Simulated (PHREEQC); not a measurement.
# Polishing slurry liquid (model solution)

Consider water at 25 °C with 15 mmol/kgw H2SO4, 140 mmol/kgw K2SO4 and 6.9 mmol/kgw CO2. Closed to the air; pH follows from the charge balance.

The numbers come from PHREEQC with the ion-association model, phreeqc.dat.

| Item | Value |
|---|---|
| pH | 2.16 |
| ionic strength | 0.349 mol/kgw |
| activity of water | 0.993 |
| specific conductance | 25800 µS/cm |
| density | 1.017 g/cm³ |
| total alkalinity | -30.0 meq/kg |

```tsv
species	molality	activity	log γ
K+	0.243	0.163	-0.174
SO4-2	0.0970	0.0230	-0.626
KSO4-	0.0369	0.0263	-0.147
HSO4-	0.0211	0.0154	-0.136
H+	0.00890	0.00691	-0.110
CO2	0.00690	0.00747	0.035
(CO2)2	9.46e-7	1.03e-6	0.035
HCO3-	6.70e-7	4.78e-7	-0.147
```

Precipitation was switched off in this run. Complexes and solids missing from the database can't appear.
